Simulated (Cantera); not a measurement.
A Cantera script and what it prints.

```python
import numpy as np
import cantera as ct

gas_names = """
    F F2 H HF H2 H2F2 H3F3 H4F4 H5F5 H6F6 H7F7 Si SiF SiF2 SiF3 SiF4 SiH SiHF3 SiH2 SiH2F2 SiH3 SiH3F
    SiH4 Si2 Si3
""".split()
cond_names = """
    Si(cr) Si(L)
""".split()


# ... load() reads the species with a 1 bar reference pressure and builds the phases ...
atoms = {
    'Si': {'Si': 1},
    'F2': {'F': 2},
    'H2': {'H': 2},
}
top_T = {}  # K; cautious upper limits of use, not melting points


# ... equilibrate(T, P, feed) seeds the gas with the atoms and calls Mixture.equilibrate('TP', solver="vcs", rtol=1e-11, max_steps=5000) ...
results = []
feed = {'Si': 1, 'F2': 5.4, 'H2': 2.7}  # mol
P = 14000  # Pa
for T in [700, 775, 850, 925, 1000, 1075, 1150, 1225, 1300, 1375, 1450, 1525, 1600, 1675]:
    mix = equilibrate(T, P, feed)
    results.append((T, P, feed, dict(zip(mix.species_names, mix.species_moles))))

top = {s: max(r[3][s] / sum(r[3][g] for g in gas_names) for r in results) for s in gas_names}
cols = sorted((s for s in top if top[s] > 0.0001), key=lambda s: -top[s])[:9]
seen = [c for c in cond_names if any(r[3].get(c, 0) > 1e-12 for r in results)]
print("log10 of partial pressures in bar; condensed amounts in mol")
print(f"{'T/K':>10s}" + "".join(f"{s[:9]:>10s}" for s in cols + seen))
for T, P, feed, n in results:
    ng = sum(n[g] for g in gas_names)
    print(f"{T:10.4g}" + "".join(f"{np.log10(max(n[s] / ng * P / 1e5, 1e-99)):10.3f}" for s in cols)
          + "".join(f"{n.get(c, 0):10.4g}" for c in seen))
```

Output:

```
log10 of partial pressures in bar; condensed amounts in mol
       T/K        HF         F      SiF4        F2
       700    -0.973    -3.773    -1.705    -1.863
       775    -0.974    -3.188    -1.706    -1.871
       850    -0.976    -2.713    -1.708    -1.895
       925    -0.980    -2.331    -1.712    -1.949
      1000    -0.987    -2.037    -1.720    -2.058
      1075    -0.996    -1.830    -1.729    -2.245
      1150    -1.004    -1.707    -1.737    -2.522
      1225    -1.009    -1.646    -1.742    -2.861
      1300    -1.012    -1.619    -1.744    -3.217
      1375    -1.013    -1.609    -1.745    -3.560
      1450    -1.013    -1.604    -1.746    -3.879
      1525    -1.013    -1.602    -1.746    -4.170
      1600    -1.013    -1.601    -1.746    -4.437
      1675    -1.014    -1.600    -1.746    -4.681
```

Equilibrium computed with Cantera from the NASA thermochemical tables; the gas is ideal and each condensed phase is pure.
